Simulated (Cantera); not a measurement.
A Cantera script and its output.

```python
import numpy as np
import cantera as ct

gas = ct.Solution("h2o2.yaml")
gas.TPX = 650, 101325, {'H2': 1, 'O2': 0.312, 'N2': 1.17}
flame = ct.FreeFlame(gas, width=0.04)
flame.set_refine_criteria(ratio=3, slope=0.08, curve=0.16)
flame.transport_model = "mixture-averaged"
flame.solve(loglevel=0, auto=True)
z, T = flame.grid, flame.T
thick = (T[-1] - T[0]) / np.gradient(T, z).max()
show = ['H2', 'O2', 'H', 'HO2', 'O', 'OH']
print(f"laminar burning velocity  {flame.velocity[0] * 100:.3f} cm/s")
print(f"burnt temperature         {T[-1]:.1f} K")
print(f"thermal thickness         {thick * 1e3:.4f} mm")
print(f"grid points               {len(z)}")
z0 = z[flame.heat_release_rate.argmax()]
print(f"{'z/mm':>9s}{'T/K':>9s}{'u/(m/s)':>9s}" + "".join(f"{s:>11s}" for s in show))
rows = []
for k in (-3, -2, -1.5, -1, -0.5, -0.25, 0, 0.25, 0.5, 1, 2, 4, 8):
    zz = z0 + k * thick
    rows.append([k * thick, np.interp(zz, z, T), np.interp(zz, z, flame.velocity),
                 *(np.interp(zz, z, flame.X[gas.species_index(s)]) for s in show)])
    print(f"{rows[-1][0] * 1e3:9.3f}{rows[-1][1]:9.1f}{rows[-1][2]:9.3f}" + "".join(f"{x:11.3e}" for x in rows[-1][3:]))
```

It prints:

```
laminar burning velocity  1041.868 cm/s
burnt temperature         2456.5 K
thermal thickness         0.4587 mm
grid points               139
     z/mm      T/K  u/(m/s)         H2         O2          H        HO2          O         OH
   -1.376    650.0   10.419  4.029e-01  1.257e-01  1.382e-15  8.158e-13  7.373e-17  4.462e-18
   -0.917    650.0   10.419  4.029e-01  1.257e-01  2.867e-12  8.223e-11  9.087e-14  6.338e-15
   -0.688    650.0   10.419  4.029e-01  1.257e-01  3.800e-10  5.571e-09  9.273e-12  7.137e-13
   -0.459    650.0   10.419  4.029e-01  1.257e-01  2.100e-07  9.568e-07  3.194e-09  5.549e-10
   -0.229    667.2   10.661  3.999e-01  1.255e-01  4.124e-04  2.159e-04  1.385e-05  7.018e-05
   -0.115    857.3   13.443  3.687e-01  1.199e-01  1.017e-02  1.561e-04  4.305e-04  6.922e-04
    0.000   1279.8   19.474  2.488e-01  7.531e-02  5.994e-02  6.704e-05  5.237e-03  3.624e-03
    0.115   1571.3   23.620  1.506e-01  1.916e-02  9.622e-02  1.670e-05  6.954e-03  7.699e-03
    0.229   1698.4   25.340  1.340e-01  6.661e-03  9.553e-02  5.529e-06  5.814e-03  9.343e-03
    0.459   1832.1   27.083  1.378e-01  3.905e-03  8.194e-02  3.000e-06  4.821e-03  1.052e-02
    0.917   1974.1   28.876  1.451e-01  2.786e-03  6.524e-02  1.991e-06  3.622e-03  1.092e-02
    1.835   2113.3   30.577  1.517e-01  1.767e-03  4.896e-02  1.239e-06  2.367e-03  1.030e-02
    3.670   2237.9   32.056  1.574e-01  9.651e-04  3.445e-02  7.105e-07  1.319e-03  8.701e-03
```

Computed with Cantera and the H2/O2 subset of GRI-Mech 3.0, which has no nitrogen chemistry. Burning velocities carry a grid error of a few per cent, more on coarse grids.
